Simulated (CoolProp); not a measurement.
Vapour-liquid equilibrium of n-octane (1) + ethylbenzene (2) at 1.06 MPa; x and y are mole fractions of (1).

Computed with CoolProp (multi-fluid Helmholtz-energy mixture model, Beckmüller 2019 and Zhou 2012; pair parameters Bell 2016).

```
x     bubble temperature (°C)  y at the bubble point  dew temperature at overall composition x (°C)  liquid density (mol/L)
----  -----------------------  ---------------------  ---------------------------------------------  ----------------------
0.05                        ?                      ?                                              ?                   5.778
0.2                     247.4                  0.239                                          248.2                       ?
0.35                    244.6                  0.395                                              ?                       ?
0.5                     242.3                  0.540                                          242.9                   4.924
0.65                        ?                  0.678                                          240.8                   4.679
0.8                     239.0                  0.815                                          239.2                   4.452
0.95                    238.0                  0.953                                          238.0                       ?
```

Q: What belongs in the gaps?

A: 
- 0.05, bubble temperature (°C): 250.9
- 0.05, y at the bubble point: 0.064
- 0.05, dew temperature at overall composition x (°C): 251.2
- 0.2, liquid density (mol/L): 5.473
- 0.35, dew temperature at overall composition x (°C): 245.4
- 0.35, liquid density (mol/L): 5.188
- 0.65, bubble temperature (°C): 240.5
- 0.95, liquid density (mol/L): 4.242

No azeotrope shows between x = 0.05 and 0.95.

The pair parameters rest on a limited set of measurements; away from them the model extrapolates.
